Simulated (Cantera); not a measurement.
C6H6 + H2 + H2O (carbon deposition, reforming and gasification)

A closed system holds: 1 mol C6H6, 47 mol H2, 0.024 mol H2O, held at 0.133 bar.

Cantera equilibrium calculation (NASA polynomials, part measured and part estimated; ideal gas, pure solids and liquids). Candidate condensed phases: C, C6H6, C7H8, C8H18, H2O; 110 gas species. The numbers say what is thermodynamically allowed, not how fast it happens.

```json
[
 {"T (K)": "2048", "x H2": "0.992", "x H": "0.00611", "x C2H2 (acetylene)": "0.00104", "x CO": "0.000478", "x C2H": "1.41e-7", "x C4H2": "4.40e-7", "x CH4": "4.92e-5", "n C(graphite)": "5.87"},
 {"T (K)": "2123", "x H2": "0.988", "x H": "0.00977", "x C2H2 (acetylene)": "0.00164", "x CO": "0.000477", "x C2H": "4.49e-7", "x C4H2": "1.10e-6", "x CH4": "4.07e-5", "n C(graphite)": "5.81"},
 {"T (K)": "2198", "x H2": "0.982", "x H": "0.0151", "x C2H2 (acetylene)": "0.00249", "x CO": "0.000476", "x C2H": "1.32e-6", "x C4H2": "2.57e-6", "x CH4": "3.39e-5", "n C(graphite)": "5.72"},
 {"T (K)": "2273", "x H2": "0.973", "x H": "0.0227", "x C2H2 (acetylene)": "0.00367", "x CO": "0.000474", "x C2H": "3.61e-6", "x C4H2": "5.66e-6", "x CH4": "2.85e-5", "n C(graphite)": "5.60"},
 {"T (K)": "2348", "x H2": "0.961", "x H": "0.0332", "x C2H2 (acetylene)": "0.00525", "x CO": "0.000472", "x C2H": "9.22e-6", "x C4H2": "1.18e-5", "x CH4": "2.41e-5", "n C(graphite)": "5.44"},
 {"T (K)": "2423", "x H2": "0.945", "x H": "0.0472", "x C2H2 (acetylene)": "0.00731", "x CO": "0.000468", "x C2H": "2.22e-5", "x C4H2": "2.33e-5", "x CH4": "2.03e-5", "n C(graphite)": "5.22"},
 {"T (K)": "2498", "x H2": "0.924", "x H": "0.0656", "x C2H2 (acetylene)": "0.00991", "x CO": "0.000464", "x C2H": "5.03e-5", "x C4H2": "4.39e-5", "x CH4": "1.71e-5", "n C(graphite)": "4.93"},
 {"T (K)": "2573", "x H2": "0.897", "x H": "0.0891", "x C2H2 (acetylene)": "0.0131", "x CO": "0.000458", "x C2H": "0.000108", "x C4H2": "7.90e-5", "x CH4": "1.44e-5", "n C(graphite)": "4.57"},
 {"T (K)": "2648", "x H2": "0.864", "x H": "0.118", "x C2H2 (acetylene)": "0.0168", "x CO": "0.000451", "x C2H": "0.000222", "x C4H2": "0.000136", "x CH4": "1.19e-5", "n C(graphite)": "4.12"}
]
```
x: gas mole fraction; n: condensed amount in mol.

From 2048 K to 2648 K the condensed part is C(graphite). The main C-bearing gas is C2H2 (acetylene) throughout. The share of C in condensed phases is highest at 2048 K (97.8 %) and lowest at 2648 K (68.7 %).
